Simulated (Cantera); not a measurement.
Input (Python, Cantera) and output of one run.

```python
import numpy as np
import cantera as ct

gas_names = """
    CL CL2 H HCL H2 N NH NH2 NH3 N2 N2H2 N2H4 Si SiCL SiCL2 SiCL3 SiCL4 SiH SiHCL3 SiH2 SiH2CL2 SiH3
    SiH3CL SiH4 SiN Si2 Si2N Si3
""".split()
cond_names = """
    NH4CL(a) NH4CL(b) Si(cr) Si(L) Si3N4(a)
""".split()


# ... load() reads the species with a 1 bar reference pressure and builds the phases ...
atoms = {
    'SiH2Cl2': {'Si': 1, 'H': 2, 'CL': 2},
    'N2': {'N': 2},
    'H2': {'H': 2},
}
top_T = {'Si3N4(a)': 2400}  # K; cautious upper limits of use, not melting points


# ... equilibrate(T, P, feed) seeds the gas with the atoms and calls Mixture.equilibrate('TP', solver="vcs", rtol=1e-11, max_steps=5000) ...
results = []
feed = {'SiH2Cl2': 1, 'N2': 0.49, 'H2': 1.7}  # mol
P = 100  # Pa
for T in [1248, 1298, 1348, 1398, 1448, 1498, 1548, 1598, 1648, 1698, 1748, 1798]:
    mix = equilibrate(T, P, feed)
    results.append((T, P, feed, dict(zip(mix.species_names, mix.species_moles))))
    x = sorted(zip(gas.X, gas.species_names), reverse=True)
    print(f"T = {T:g} K  P = {P:g} Pa  gas = {mix.phase_moles(0):.4g} mol")
    print("   x: " + "  ".join(f"{s} {v:.3e}" for v, s in x if v > 0.0001))
    print("   condensed (mol): " + ("  ".join(f"{mix.phase(i).name} {mix.phase_moles(i):.4g}"
          for i in range(1, mix.n_phases) if mix.phase_moles(i) > 1e-12) or "none"))
```

It prints:

```
T = 1248 K  P = 100 Pa  gas = 3.615 mol
   x: H2 5.767e-01  HCL 3.393e-01  SiCL2 4.603e-02  SiCL4 2.089e-02  SiCL3 1.155e-02  N2 4.280e-03  SiHCL3 1.251e-03
   condensed (mol): Si3N4(a) 0.2373
T = 1298 K  P = 100 Pa  gas = 3.68 mol
   x: H2 5.654e-01  HCL 3.359e-01  SiCL2 6.650e-02  N2 1.065e-02  SiCL3 1.061e-02  SiCL4 1.011e-02  SiHCL3 7.681e-04
   condensed (mol): Si3N4(a) 0.2254
T = 1348 K  P = 100 Pa  gas = 3.746 mol
   x: H2 5.649e-01  HCL 3.114e-01  SiCL2 8.912e-02  N2 2.116e-02  SiCL3 8.678e-03  SiCL4 4.243e-03  SiHCL3 4.370e-04
   condensed (mol): Si3N4(a) 0.2054
T = 1398 K  P = 100 Pa  gas = 3.812 mol
   x: H2 5.718e-01  HCL 2.727e-01  SiCL2 1.127e-01  N2 3.434e-02  SiCL3 6.487e-03  SiCL4 1.595e-03  SiHCL3 2.348e-04  H 1.131e-04
   condensed (mol): Si3N4(a) 0.1796
T = 1448 K  P = 100 Pa  gas = 3.876 mol
   x: H2 5.819e-01  HCL 2.290e-01  SiCL2 1.354e-01  N2 4.815e-02  SiCL3 4.529e-03  SiCL4 5.569e-04  H 2.224e-04  SiHCL3 1.211e-04
   condensed (mol): Si3N4(a) 0.1517
T = 1498 K  P = 100 Pa  gas = 3.934 mol
   x: H2 5.925e-01  HCL 1.870e-01  SiCL2 1.556e-01  N2 6.106e-02  SiCL3 3.016e-03  H 4.183e-04  SiCL4 1.866e-04  CL 1.064e-04
   condensed (mol): Si3N4(a) 0.1249
T = 1548 K  P = 100 Pa  gas = 4.188 mol
   x: H2 5.634e-01  HCL 1.618e-01  SiCL2 1.546e-01  N2 1.170e-01  SiCL3 1.947e-03  H 7.309e-04  CL 1.676e-04  SiCL 1.064e-04
   condensed (mol): Si(cr) 0.3432
T = 1598 K  P = 100 Pa  gas = 4.191 mol
   x: H2 5.637e-01  HCL 1.599e-01  SiCL2 1.562e-01  N2 1.169e-01  SiCL3 1.451e-03  H 1.264e-03  CL 2.836e-04  SiCL 2.099e-04
   condensed (mol): Si(cr) 0.338
T = 1648 K  P = 100 Pa  gas = 4.195 mol
   x: H2 5.636e-01  HCL 1.580e-01  SiCL2 1.573e-01  N2 1.168e-01  H 2.114e-03  SiCL3 1.099e-03  CL 4.647e-04  SiCL 3.969e-04  Si 2.576e-04
   condensed (mol): Si(cr) 0.3327
T = 1698 K  P = 100 Pa  gas = 4.201 mol
   x: H2 5.624e-01  SiCL2 1.575e-01  HCL 1.570e-01  N2 1.166e-01  H 3.429e-03  SiCL3 8.477e-04  CL 7.445e-04  SiCL 7.145e-04  Si 6.567e-04
   condensed (mol): Si(L) 0.3287
T = 1748 K  P = 100 Pa  gas = 4.211 mol
   x: H2 5.579e-01  HCL 1.610e-01  SiCL2 1.548e-01  N2 1.163e-01  H 5.397e-03  Si 1.455e-03  CL 1.201e-03  SiCL 1.180e-03  SiCL3 6.739e-04
   condensed (mol): Si(L) 0.3338
T = 1798 K  P = 100 Pa  gas = 4.228 mol
   x: H2 5.523e-01  HCL 1.643e-01  SiCL2 1.517e-01  N2 1.159e-01  H 8.274e-03  Si 3.084e-03  SiCL 1.890e-03  CL 1.885e-03  SiCL3 5.401e-04
   condensed (mol): Si(L) 0.3346
```

Cantera equilibrium calculation (NASA polynomials, part measured and part estimated; ideal gas, pure solids and liquids). N2 is the only nitrogen source here; it is nearly inert below about 1500 K, so the nitride shown seldom forms there in practice. The tables' values for SiCl3, SiCl, SiN are old estimates; treat these amounts as uncertain. Gases not in the tables: Si2H6 and higher silanes.
